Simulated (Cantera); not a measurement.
Mixture: 8.58 % CH₃OH, 19.2 % O₂, 72.2 % N₂, at 4.93 atm, adiabatic and at constant pressure. Ignition delay is the time to a rise of 400 K.

Cantera simulation using GRI-Mech 3.0 (53 species, 325 reactions); the numbers are that mechanism's predictions, not measurements. GRI-Mech 3.0 was tuned for natural gas; its chemistry of methanol as a main component is partial and can be far from experiment.

**Question.** Predict: delay at 1225 K; delay at 1375 K; delay at 1525 K; delay at 1675 K; delay at 1825 K; apparent activation energy between 1750 and 1900 K.

**Answer.** 
- delay at 1225 K = 1.82 ms
- delay at 1375 K = 0.230 ms
- delay at 1525 K = 49.8 µs
- delay at 1675 K = 15.6 µs
- delay at 1825 K = 6.17 µs
- apparent activation energy between 1750 and 1900 K = 150 kJ/mol
